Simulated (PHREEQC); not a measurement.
1 kg of water holding 0.37 mol NaOH and 0.08 mol KOH meets 20 L of dry gas (H2S 1 by moles) at fixed total pressure, at 100 °C; fugacities by Peng-Robinson. The gases take part in no redox reaction, some water evaporates into the gas, and hydrates or a liquid gas phase aren't modelled. No solid was allowed to form.

Computed with PHREEQC (ion-association model, phreeqc.dat).

| P (atm) | dissolved H2S (mol/kgw) | φ of H2S | pH |
|---|---|---|---|
| 1 | 0.538 | 0.999 | 9.19 |
| 2 | 0.487 | 0.993 | 7.44 |
| 3 | 0.519 | 0.988 | 7.14 |
| 5 | 0.584 | 0.979 | 6.85 |
| 7.5 | 0.663 | 0.968 | 6.64 |
| 10 | 0.740 | 0.958 | 6.51 |
| 15 | 0.888 | 0.937 | 6.33 |

Complexes and solids missing from the database can't appear. Constants without temperature data keep their 25 °C values here.
